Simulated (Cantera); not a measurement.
An isothermal, constant-pressure homogeneous reactor starts with C₂H₆ : N₂ = 1 : 9.5 (molar parts), at 1375 K and 0.0940 bar.

Cantera simulation using GRI-Mech 3.0 (53 species, 325 reactions); the numbers are that mechanism's predictions, not measurements. GRI-Mech 3.0 stops at C3 and has no aromatics, soot or wall deposition, so with more carbon than oxygen in the feed, carbon stays in small species such as C2H2 where larger ones or solid carbon would form.

**Question.** Predict: x(C₂H₆) at 50.0 s; x(C₂H₂) at 50.0 s; x(C₂H) at 50.0 s; x(CH₃) at 50.0 s; x(CH₄) at 50.0 s.

**Answer.** 
```json
{
 "x(C₂H₆) at 50.0 s": "1.84e-6 (gas-phase equilibrium 2.26e-7)",
 "x(C₂H₂) at 50.0 s": "0.0710 (gas-phase equilibrium 0.0402)",
 "x(C₂H) at 50.0 s": "1.30e-9 (gas-phase equilibrium 9.31e-10)",
 "x(CH₃) at 50.0 s": "8.66e-6 (gas-phase equilibrium 2.40e-6)",
 "x(CH₄) at 50.0 s": "0.0192 (gas-phase equilibrium 0.00419)"
}
```
